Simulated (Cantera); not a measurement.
Input: 1 mol Ta2O5, 3000 mol H2, 0.57 mol H2O, equilibrated at 1048 K and 13.3 mbar.

Equilibrium computed with Cantera from the NASA thermochemical tables; the gas is ideal and each condensed phase is pure. Candidate condensed phases: H2O, Ta, Ta2O5; 12 gas species. Equilibrium is a limit: real reactors are often held back by kinetics, nucleation or transport.

Base state: H2 1.000, H2O 0.000190 (mole fractions); condensed: Ta2O5(s).

**Question.** What changes in the equilibrium state with this change: Ta2O5 replaced by FeS2?

**Answer.** 
```csv
species,before,after
H2,1.000,0.999
H2S,0,0.000666
H2O,0.000190,0.000190
"Ta2O5(s), mol",1.00,0
"Fe(α), mol",0,1.00
```
Further candidate phases: Fe, FeO, Fe(OH)2, Fe(OH)3, FeS, FeSO4, FeS2, Fe2O3, Fe2(SO4)3, Fe3O4, H2SO4, S.
